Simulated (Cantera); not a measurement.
An isothermal, constant-pressure homogeneous reactor starts with NH₃ : N₂ = 1 : 0.19 (molar parts), at 1723 K and 62000 Pa.

Computed with Cantera and the gas-phase N/H chemistry of the illustrative SiF4/NH3 mechanism in the Surface Chemkin manual (1991). Walls and surfaces, which speed up NH3 decomposition in real reactors, are not modelled.

One state of this run: x NH₃ = 0.280; x N = 3.72e-8; x NH₂ = 0.000109; x N₂H₄ = 4.73e-8; x H₂ = 0.457. x: mole fraction; the columns are a selection and need not sum to one.

Problem. Which value of t (s) does it belong to?
(A) 0.0265
(B) 0.144
(C) 1.83
(D) 0.000891

Solution. C, 1.83
